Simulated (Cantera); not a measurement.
Premixed flame

A freely propagating, adiabatic, planar premixed flame of 19.0 % H2, 13.0 % O2, 49.0 % N2, 19.0 % H2O, unburnt at 625 K and 1.00 atm; mixture-averaged transport, grid criteria slope 0.08 and curve 0.16, no radiation.

Detailed kinetics in Cantera: the H2/O2 subset of GRI-Mech 3.0, which has no nitrogen chemistry. Burning velocities carry a grid error of a few per cent, more on coarse grids.

```json
[
 {"z (mm)": "-1.21", "T (K)": "625", "u (m/s)": "3.20", "x H2": "0.190", "x O2": "0.130", "x H2O": "0.190", "x H2O2": "<1e-8", "x OH": "<1e-8", "x O": "<1e-8"},
 {"z (mm)": "-0.804", "T (K)": "625", "u (m/s)": "3.20", "x H2": "0.190", "x O2": "0.130", "x H2O": "0.190", "x H2O2": "<1e-8", "x OH": "<1e-8", "x O": "<1e-8"},
 {"z (mm)": "-0.603", "T (K)": "625", "u (m/s)": "3.20", "x H2": "0.189", "x O2": "0.130", "x H2O": "0.190", "x H2O2": "1.10e-8", "x OH": "<1e-8", "x O": "<1e-8"},
 {"z (mm)": "-0.402", "T (K)": "626", "u (m/s)": "3.19", "x H2": "0.185", "x O2": "0.131", "x H2O": "0.191", "x H2O2": "3.08e-7", "x OH": "<1e-8", "x O": "3.60e-8"},
 {"z (mm)": "-0.201", "T (K)": "676", "u (m/s)": "3.37", "x H2": "0.163", "x O2": "0.132", "x H2O": "0.201", "x H2O2": "2.24e-5", "x OH": "3.76e-5", "x O": "9.47e-6"},
 {"z (mm)": "-0.101", "T (K)": "887", "u (m/s)": "4.32", "x H2": "0.127", "x O2": "0.124", "x H2O": "0.231", "x H2O2": "3.91e-5", "x OH": "0.000534", "x O": "0.000227"},
 {"z (mm)": "0", "T (K)": "1204", "u (m/s)": "5.75", "x H2": "0.0772", "x O2": "0.0985", "x H2O": "0.290", "x H2O2": "1.38e-5", "x OH": "0.00200", "x O": "0.00187"},
 {"z (mm)": "0.101", "T (K)": "1434", "u (m/s)": "6.81", "x H2": "0.0388", "x O2": "0.0691", "x H2O": "0.343", "x H2O2": "5.93e-6", "x OH": "0.00541", "x O": "0.00404"},
 {"z (mm)": "0.201", "T (K)": "1565", "u (m/s)": "7.40", "x H2": "0.0231", "x O2": "0.0547", "x H2O": "0.368", "x H2O2": "3.69e-6", "x OH": "0.00813", "x O": "0.00461"},
 {"z (mm)": "0.402", "T (K)": "1695", "u (m/s)": "7.97", "x H2": "0.0149", "x O2": "0.0471", "x H2O": "0.384", "x H2O2": "1.93e-6", "x OH": "0.00943", "x O": "0.00372"},
 {"z (mm)": "0.804", "T (K)": "1800", "u (m/s)": "8.42", "x H2": "0.00950", "x O2": "0.0435", "x H2O": "0.396", "x H2O2": "1.03e-6", "x OH": "0.00857", "x O": "0.00222"},
 {"z (mm)": "1.61", "T (K)": "1870", "u (m/s)": "8.71", "x H2": "0.00499", "x O2": "0.0415", "x H2O": "0.405", "x H2O2": "5.92e-7", "x OH": "0.00665", "x O": "0.00109"},
 {"z (mm)": "3.22", "T (K)": "1908", "u (m/s)": "8.86", "x H2": "0.00217", "x O2": "0.0406", "x H2O": "0.411", "x H2O2": "3.39e-7", "x OH": "0.00458", "x O": "0.000464"}
]
```
x: mole fraction of selected species; z is measured from the peak of heat release.

The laminar burning velocity comes out as 320 cm/s. The thermal thickness is 0.402 mm, the peak x(H2O2) is 4.07e-5 and the peak x(OH) is 0.00943. The peak x(O) is 0.00462 and the grid points comes out as 107.
